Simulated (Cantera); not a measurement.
# Adiabatic ignition

An adiabatic, constant-volume homogeneous reactor starts with 0.825 % C3H8, 8.42 % O2, 90.8 % N2, at 1798 K and 0.960 bar.

Computed with Cantera and GRI-Mech 3.0 (53 species, 325 reactions). GRI-Mech 3.0 was tuned for natural gas; its chemistry of propane as a main component is partial and can be far from experiment.

```tsv
t (s)	T (K)	P (bar)	x C3H8	x O2	x CO	x NO2	x OH	x O	x H2O2
9.00e-6	1785	0.962	0.00220	0.0799	0.00159	5.86e-11	0.000530	0.000156	1.02e-6
2.07e-5	2003	1.10	7.61e-10	0.0552	0.0196	6.91e-10	0.00428	0.00378	1.34e-7
4.77e-5	2050	1.12	<1e-12	0.0447	0.0139	3.08e-9	0.00596	0.0101	8.26e-8
0.000110	2102	1.15	<1e-12	0.0422	0.00873	8.10e-9	0.00628	0.00986	7.22e-8
0.000253	2178	1.19	<1e-12	0.0421	0.00680	2.41e-8	0.00591	0.00701	5.49e-8
0.000583	2260	1.22	<1e-12	0.0421	0.00447	7.28e-8	0.00493	0.00389	3.96e-8
0.00134	2317	1.25	<1e-12	0.0420	0.00237	1.82e-7	0.00365	0.00184	3.31e-8
0.00309	2337	1.26	<1e-12	0.0418	0.00155	3.32e-7	0.00300	0.00118	3.41e-8
0.00711	2337	1.26	<1e-12	0.0416	0.00148	6.03e-7	0.00294	0.00112	3.41e-8
0.0164	2334	1.26	<1e-12	0.0410	0.00147	1.15e-6	0.00290	0.00110	3.37e-8
0.0377	2330	1.26	<1e-12	0.0402	0.00144	2.09e-6	0.00284	0.00106	3.30e-8
0.0869	2324	1.25	<1e-12	0.0391	0.00142	3.20e-6	0.00277	0.00102	3.21e-8
0.200	2321	1.25	<1e-12	0.0385	0.00140	3.82e-6	0.00273	0.000990	3.16e-8
```
x: mole fraction; the columns are a selection and need not sum to one.

```
Property                                                             Value
---------------------------------  ---------------------------------------
time of steepest temperature rise                                  18.0 µs
temperature at 0.200 s                                              2321 K
equilibrium temperature                                             2321 K
x(C3H8) at 0.200 s                   <1e-12 (gas-phase equilibrium <1e-12)
x(O2) at 0.200 s                     0.0385 (gas-phase equilibrium 0.0384)
x(CO) at 0.200 s                   0.00140 (gas-phase equilibrium 0.00140)
```
